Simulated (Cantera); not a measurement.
Input (Python, Cantera) and output of one run.

```python
import numpy as np
import cantera as ct

gas_names = """
    H HNO HNO2 HNO3 HO2 H2 H2O H2O2 N NH NH2 NH3 NH2OH NO NO2 NO3 N2 N2H2 N2H4 N2O O OH O2 O3 Zr ZrN ZrO
    ZrO2
""".split()
cond_names = """
    H2O(s) H2O(L) Zr(a) Zr(b) Zr(L) ZrN(s) ZrN(L) ZrO2(a) ZrO2(b) ZrO2(L)
""".split()


# ... load() reads the species with a 1 bar reference pressure and builds the phases ...
atoms = {
    'ZrO2': {'Zr': 1, 'O': 2},
    'H2': {'H': 2},
    'N2': {'N': 2},
}
top_T = {}  # K; cautious upper limits of use, not melting points


# ... equilibrate(T, P, feed) seeds the gas with the atoms and calls Mixture.equilibrate('TP', solver="vcs", rtol=1e-11, max_steps=5000) ...
results = []
feed = {'ZrO2': 1, 'H2': 0.61, 'N2': 27}  # mol
T = 2148.15  # K
P = 790000  # Pa
mix = equilibrate(T, P, feed)
results.append((T, P, feed, dict(zip(mix.species_names, mix.species_moles))))
x = sorted(zip(gas.X, gas.species_names), reverse=True)
print(f"T = {T:g} K  P = {P:g} Pa  gas = {mix.phase_moles(0):.4g} mol")
print("   x: " + "  ".join(f"{s} {v:.3e}" for v, s in x if v > 1e-05))
print("   condensed (mol): " + ("  ".join(f"{mix.phase(i).name} {mix.phase_moles(i):.4g}"
      for i in range(1, mix.n_phases) if mix.phase_moles(i) > 1e-12) or "none"))
```

Output:

```
T = 2148.15 K  P = 790000 Pa  gas = 27.61 mol
   x: N2 9.778e-01  H2 2.197e-02  H 2.200e-04  H2O 1.473e-05
   condensed (mol): ZrN(s) 0.0002037  ZrO2(b) 0.9998
```

Method: chemical equilibrium by Gibbs-energy minimisation in Cantera with the NASA 1993 tables (ideal gas, pure condensed phases). Mutual solubility and eutectic melting of coexisting phases are not modelled. ZrN: taken at fixed stoichiometry. Condensed phases not in the tables: solid solutions among these carbides, nitrides and lower oxides.
